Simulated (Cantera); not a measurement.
Feed: 1 mol TEOS, a varied amount of NO, 130 mol N₂, equilibrated at 2123.15 K and 0.500 bar.

Equilibrium computed with Cantera from the NASA thermochemical tables; the gas is ideal and each condensed phase is pure. Candidate condensed phases: C, C₆H₆, C₇H₈, C₈H₁₈, H₂O, Si, SiC, SiO₂, Si₂N₂O, Si₃N₄; 151 gas species. The feed counts by its element totals alone. The tables hold silica as quartz up to 1696 K and as liquid above; real silica turns to tridymite and cristobalite and melts near 1996 K. Gases not in the tables: Si(OH)₄. The numbers say what is thermodynamically allowed, not how fast it happens.

At 11 mol NO, list the 4 most abundant gas species with their mole fractions, and the condensed phases.

N₂ 0.881, CO 0.0455, H₂ 0.0374, H₂O 0.0271. Condensed: SiO₂(l).
